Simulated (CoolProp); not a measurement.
Vapour-liquid equilibrium of acetone (1) + n-heptane (2) at 0.156 MPa; x and y are mole fractions of (1).

Computed with CoolProp (multi-fluid Helmholtz-energy mixture model, Lemmon 2006 and Span 2003; pair parameters Bell 2016).

### Question
Give the bubble temperature and the first vapour's composition at x = 0.25, 0.55, 0.75. Is there an azeotrope?

### Answer
x = 0.25: 79.7 °C, y = 0.692; x = 0.55: 72.1 °C, y = 0.802; x = 0.75: 70.2 °C, y = 0.849. y crosses x between x = 0.85 and 0.95: the model has an azeotrope there.

Pair parameters are fitted to limited data, so mixtures are less certain than the pure fluids. With so large a gap from Raoult's law the liquid may split in two, which this calculation doesn't test in full.
